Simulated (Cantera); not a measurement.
A Cantera script and its output.

```python
import numpy as np
import cantera as ct

gas = ct.Solution("gri30.yaml")
gas.TPX = 1175, 22000, {'N2O': 1, 'N2': 0.64}
reactor = ct.IdealGasConstPressureReactor(gas, energy="off", clone=False)
net = ct.ReactorNet([reactor])
net.rtol, net.atol = 1e-08, 1e-18
show = ['N2O', 'N2', 'NO', 'O2', 'NO2', 'O']
times = np.geomspace(0.0002, 100, 10)

steps = ct.SolutionArray(gas, extra=["t"])
rows = []
print(f"{'t/s':>10s}{'T/K':>9s}{'P/Pa':>11s}" + "".join(f"{s:>11s}" for s in show))
for t in times:
    while net.time < t:
        t_next = net.step()
        steps.append(gas.state, t=t_next)
    rows.append([np.interp(t, steps.t, y) for y in (steps.T, steps.P, *steps(*show).X.T)])
    print(f"{t:10.3e}{rows[-1][0]:9.1f}{rows[-1][1]:11.4g}" + "".join(f"{x:11.3e}" for x in rows[-1][2:]))
rate = np.gradient(steps.T, steps.t)
print("integrator steps:", len(steps.t))
if steps.T.max() > steps.T[0] + 200:
    print(f"time of steepest temperature rise: {steps.t[rate.argmax()]:.4e} s")
gas.TPX = 1175, 22000, {'N2O': 1, 'N2': 0.64}
gas.equilibrate("TP")
print(f"equilibrium (TP): T = {gas.T:.1f} K  " + "  ".join(f"{s} {gas[s].X[0]:.3e}" for s in show))
```

It prints:

```
       t/s      T/K       P/Pa        N2O         N2         NO         O2        NO2          O
 2.000e-04   1175.0    2.2e+04  6.097e-01  3.903e-01  7.296e-07  3.475e-06  1.704e-12  1.195e-06
 8.595e-04   1175.0    2.2e+04  6.097e-01  3.903e-01  3.881e-06  1.848e-05  4.807e-11  1.215e-06
 3.694e-03   1175.0    2.2e+04  6.095e-01  3.904e-01  1.743e-05  8.305e-05  9.595e-10  1.215e-06
 1.587e-02   1175.0    2.2e+04  6.087e-01  3.908e-01  7.561e-05  3.602e-04  1.723e-08  1.215e-06
 6.822e-02   1175.0    2.2e+04  6.053e-01  3.928e-01  3.243e-04  1.546e-03  2.634e-07  1.214e-06
 2.932e-01   1175.0    2.2e+04  5.909e-01  4.012e-01  1.371e-03  6.546e-03  2.561e-06  1.211e-06
 1.260e+00   1175.0    2.2e+04  5.337e-01  4.344e-01  5.506e-03  2.639e-02  1.337e-05  1.197e-06
 5.415e+00   1175.0    2.2e+04  3.544e-01  5.386e-01  1.825e-02  8.867e-02  4.735e-05  1.129e-06
 2.327e+01   1175.0    2.2e+04  8.452e-02  6.964e-01  3.564e-02  1.834e-01  9.693e-05  7.492e-07
 1.000e+02   1175.0    2.2e+04  1.758e-03  7.461e-01  3.829e-02  2.137e-01  1.868e-04  4.530e-08
integrator steps: 1010
equilibrium (TP): T = 1175.0 K  N2O 5.540e-09  N2 7.663e-01  NO 1.683e-04  O2 2.336e-01  NO2 1.585e-06  O 1.514e-08
```

Model: GRI-Mech 3.0 (53 species, 325 reactions), integrated in Cantera. GRI-Mech 3.0 was tuned for natural gas; its chemistry of N2O as a main component is partial and can be far from experiment. The mechanism lacks the step 2 NO + O2 → 2 NO2, which can matter for NO2 below about 1400 K. The temperature is held fixed by assumption; the heat of reaction is taken as removed at once.
